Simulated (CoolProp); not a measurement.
Nitrogen along the isotherm 128.5 K: fugacity coefficient from the reference equation and from simpler models built on Tc = 126.2 K, pc = 33.96 bar, ω = 0.037; each cubic takes its own stable root.

Values from CoolProp's reference Helmholtz-energy equation of state, Span 2000.

```csv
p (bar),phase,reference
3.92,gas,0.9640
7.84,gas,0.9283
11.8,gas,0.8926
15.7,gas,0.8576
19.6,gas,0.8227
23.5,gas,0.7878
27.4,gas,0.7526
31.3,gas,0.7166
35.3,supercritical,0.6779
39.2,supercritical,0.6341
43.1,supercritical,0.5909
47,supercritical,0.5541
50.9,supercritical,0.5226
```

### Question
How far does each simpler model (van der Waals, Redlich-Kwong, Soave-Redlich-Kwong, Peng-Robinson) lie from the reference over these 13 states: mean and median of the absolute difference, and the worst?

### Answer
- van der Waals: mean 2.5 %, median 2.5 %, worst +5.4 % at 128.5 K and 50.9 bar
- Redlich-Kwong: mean 0.4 %, median 0.4 %, worst -0.6 % at 128.5 K and 31.3 bar
- Soave-Redlich-Kwong: mean 0.4 %, median 0.4 %, worst +0.7 % at 128.5 K and 50.9 bar
- Peng-Robinson: mean 2.9 %, median 3.3 %, worst -4.0 % at 128.5 K and 39.2 bar
